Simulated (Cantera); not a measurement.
A Cantera script and its output.

```python
import numpy as np
import cantera as ct

gas = ct.Solution("gri30.yaml")


def delay(T, t_max=10):
    gas.TPX = T, 1000000, {'CH4': 1, 'O2': 3.33, 'N2': 12.5}
    reactor = ct.IdealGasReactor(gas, clone=False)
    net = ct.ReactorNet([reactor])
    net.rtol, net.atol = 1e-8, 1e-16
    while net.time < t_max:
        t_old, T_old = net.time, reactor.T
        net.step()
        if reactor.T > T + 400:  # ignition: a rise of 400 K
            return t_old + (T + 400 - T_old) / (reactor.T - T_old) * (net.time - t_old)
    return np.nan


taus = []
for T in [1125, 1200, 1275, 1350, 1425, 1500, 1575, 1650, 1725]:
    taus.append(delay(T))
    print(f"T0 = {T:6g} K   tau = {taus[-1]:.4e} s")
```

Result:

```
T0 =   1125 K   tau = 9.7921e-03 s
T0 =   1200 K   tau = 3.6401e-03 s
T0 =   1275 K   tau = 1.4796e-03 s
T0 =   1350 K   tau = 6.4453e-04 s
T0 =   1425 K   tau = 2.9820e-04 s
T0 =   1500 K   tau = 1.4585e-04 s
T0 =   1575 K   tau = 7.5243e-05 s
T0 =   1650 K   tau = 4.0905e-05 s
T0 =   1725 K   tau = 2.3412e-05 s
```

Cantera simulation using GRI-Mech 3.0 (53 species, 325 reactions); the numbers are that mechanism's predictions, not measurements.
